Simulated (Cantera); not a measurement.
A perfectly stirred reactor is fed with H₂ : O₂ : N₂ = 1 : 0.625 : 2.25 (molar parts), at 1000000 Pa; it is adiabatic with a 700 K inlet, and is followed from long to short residence time, starting on the burning branch (τ in s: 0.13, 0.053, 0.021, 0.0083, 0.0033, 0.0013, 0.00052, 0.00021, 8.2e-05, 3.2e-05).

Computed with Cantera and the H2/O2 subset of GRI-Mech 3.0, which has no nitrogen chemistry. The hydrogen kinetics of GRI-Mech 3.0 are dated; newer H2 mechanisms differ, most at raised pressure.

Q: What does this change do: pressure from 1000000 Pa to 500000 Pa?

A: 
```tsv
quantity	before	after
blow-out, bracketed by the residence times tried	burning at 32.0 µs, the shortest tried	burning at 32.0 µs, the shortest tried
x(H₂) at τ = 0.130 s	0.00311	0.00408
x(O₂) at τ = 0.130 s	0.0357	0.0358
x(O) at τ = 0.130 s	0.000945	0.00125
x(HO₂) at τ = 0.130 s	1.19e-5	9.61e-6
x(H₂O₂) at τ = 0.130 s	1.25e-6	8.52e-7
x(H₂) at τ = 1.30 ms	0.00349	0.00500
x(O₂) at τ = 1.30 ms	0.0358	0.0360
x(O) at τ = 1.30 ms	0.00102	0.00147
x(HO₂) at τ = 1.30 ms	1.24e-5	1.02e-5
x(H₂O₂) at τ = 1.30 ms	1.26e-6	8.50e-7
```

Q: What does this change do: pressure from 1000000 Pa to 30000 Pa?

A: 
```json
[
 {"quantity": "blow-out, bracketed by the residence times tried", "before": "burning at 32.0 µs, the shortest tried", "after": "burning at 82.0 µs, out at 32.0 µs"},
 {"quantity": "x(H₂) at τ = 0.130 s", "before": "0.00311", "after": "0.0106"},
 {"quantity": "x(O₂) at τ = 0.130 s", "before": "0.0357", "after": "0.0369"},
 {"quantity": "x(O) at τ = 0.130 s", "before": "0.000945", "after": "0.00348"},
 {"quantity": "x(HO₂) at τ = 0.130 s", "before": "1.19e-5", "after": "3.63e-6"},
 {"quantity": "x(H₂O₂) at τ = 0.130 s", "before": "1.25e-6", "after": "1.57e-7"},
 {"quantity": "x(H₂) at τ = 1.30 ms", "before": "0.00349", "after": "0.0306"},
 {"quantity": "x(O₂) at τ = 1.30 ms", "before": "0.0358", "after": "0.0457"},
 {"quantity": "x(O) at τ = 1.30 ms", "before": "0.00102", "after": "0.0137"},
 {"quantity": "x(HO₂) at τ = 1.30 ms", "before": "1.24e-5", "after": "5.65e-6"},
 {"quantity": "x(H₂O₂) at τ = 1.30 ms", "before": "1.26e-6", "after": "2.38e-7"}
]
```

Q: What does this change do: pressure from 1000000 Pa to 150000 Pa?

A: 
```tsv
quantity	before	after
blow-out, bracketed by the residence times tried	burning at 32.0 µs, the shortest tried	burning at 32.0 µs, the shortest tried
x(H₂) at τ = 0.130 s	0.00311	0.00628
x(O₂) at τ = 0.130 s	0.0357	0.0360
x(O) at τ = 0.130 s	0.000945	0.00196
x(HO₂) at τ = 0.130 s	1.19e-5	6.52e-6
x(H₂O₂) at τ = 0.130 s	1.25e-6	4.29e-7
x(H₂) at τ = 1.30 ms	0.00349	0.0110
x(O₂) at τ = 1.30 ms	0.0358	0.0372
x(O) at τ = 1.30 ms	0.00102	0.00348
x(HO₂) at τ = 1.30 ms	1.24e-5	7.27e-6
x(H₂O₂) at τ = 1.30 ms	1.26e-6	3.86e-7
```
